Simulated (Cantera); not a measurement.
A Cantera script and what it prints.

```python
import numpy as np
import cantera as ct

gas_names = """
    H HO2 H2 H2O H2O2 H2S H2SO4 O OH O2 O3 S SH SO SO2 SO3 S2 S2O S8
""".split()
cond_names = """
    H2O(s) H2O(L) H2SO4(L) S(cr1) S(cr2) S(L)
""".split()


# ... load() reads the species with a 1 bar reference pressure and builds the phases ...
atoms = {
    'S': {'S': 1},
    'SO2': {'S': 1, 'O': 2},
    'H2': {'H': 2},
}
top_T = {}  # K; cautious upper limits of use, not melting points


# ... equilibrate(T, P, feed) seeds the gas with the atoms and calls Mixture.equilibrate('TP', solver="vcs", rtol=1e-11, max_steps=5000) ...
results = []
feed = {'S': 1, 'SO2': 0.26, 'H2': 0.37}  # mol
P = 133.322  # Pa
for T in [1150, 1350, 1550, 1750, 1950, 2150, 2350, 2550, 2750, 2950, 3150, 3350]:
    mix = equilibrate(T, P, feed)
    results.append((T, P, feed, dict(zip(mix.species_names, mix.species_moles))))

top = {s: max(r[3][s] / sum(r[3][g] for g in gas_names) for r in results) for s in gas_names}
cols = sorted((s for s in top if top[s] > 1e-05), key=lambda s: -top[s])[:7]
seen = [c for c in cond_names if any(r[3].get(c, 0) > 1e-12 for r in results)]
print("log10 of partial pressures in bar; condensed amounts in mol")
print(f"{'T/K':>10s}" + "".join(f"{s[:9]:>10s}" for s in cols + seen))
for T, P, feed, n in results:
    ng = sum(n[g] for g in gas_names)
    print(f"{T:10.4g}" + "".join(f"{np.log10(max(n[s] / ng * P / 1e5, 1e-99)):10.3f}" for s in cols)
          + "".join(f"{n.get(c, 0):10.4g}" for c in seen))
```

Output:

```
log10 of partial pressures in bar; condensed amounts in mol
       T/K        S2         S         H       H2O        SO        H2         O
      1150    -3.145    -8.260    -9.293    -3.412    -6.068    -4.332   -15.527
      1350    -3.156    -6.808    -7.605    -3.476    -5.226    -3.965   -12.576
      1550    -3.177    -5.735    -6.377    -3.578    -4.601    -3.751   -10.375
      1750    -3.212    -4.916    -5.448    -3.713    -4.140    -3.629    -8.687
      1950    -3.279    -4.283    -4.727    -3.886    -3.817    -3.572    -7.368
      2150    -3.412    -3.807    -4.169    -4.118    -3.620    -3.589    -6.321
      2350    -3.673    -3.486    -3.762    -4.436    -3.544    -3.716    -5.462
      2550    -4.110    -3.324    -3.508    -4.861    -3.564    -4.004    -4.713
      2750    -4.631    -3.259    -3.402    -5.476    -3.683    -4.474    -4.101
      2950    -5.105    -3.214    -3.392    -6.350    -3.977    -5.045    -3.751
      3150    -5.548    -3.189    -3.401    -7.326    -4.422    -5.580    -3.619
      3350    -5.965    -3.181    -3.405    -8.255    -4.903    -6.045    -3.579
```

Equilibrium computed with Cantera from the NASA thermochemical tables; the gas is ideal and each condensed phase is pure. Gases not in the tables: S3 to S7.
